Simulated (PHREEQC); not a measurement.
A solution holds 1.2 mol NH4Cl and 0.36 mol NaOH per kg of water, at 10 °C. Closed to the air; pH follows from the charge balance.

Equilibrium calculation in PHREEQC: ion-association model, phreeqc.dat.

| quantity | before | after |
|---|---|---|
| pH | 9.77 | 13.92 |
| ionic strength (mol/kgw) | 1.20 | 0.360 |

What was changed between the two runs?
(A) NaOH from 0.36 to 0.396 mol/kgw
(B) diluted 5-fold with water
(C) NH4Cl left out
(D) NaOH replaced by NaBr at the same molality

C, NH4Cl left out

No solid was allowed to form. The ionic strength passes 0.7 mol/kgw, the rough limit of the ion-association models, in before. Away from 25 °C the constants follow the database's enthalpies or fits; those with neither stay at their 25 °C values.
